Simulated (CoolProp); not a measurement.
Properties of cyclopentane at several states.

Computed with CoolProp (reference Helmholtz-energy equation of state, Gedanitz 2015).

```json
[
 {"T (K)": "337.4", "p (MPa)": "0.673", "phase": "liquid", "cv (kJ/(kg K))": "1.433", "Joule-Thomson coefficient (K/MPa)": "-0.3411"},
 {"T (K)": "222.8", "p (MPa)": "2.47", "phase": "liquid", "cv (kJ/(kg K))": "1.030", "Joule-Thomson coefficient (K/MPa)": "-0.6160"},
 {"T (K)": "448.5", "p (MPa)": "12.1", "phase": "liquid", "cv (kJ/(kg K))": "1.924", "Joule-Thomson coefficient (K/MPa)": "-0.05679"},
 {"T (K)": "286.2", "p (MPa)": "11.3", "phase": "liquid", "cv (kJ/(kg K))": "1.229", "Joule-Thomson coefficient (K/MPa)": "-0.5012"}
]
```
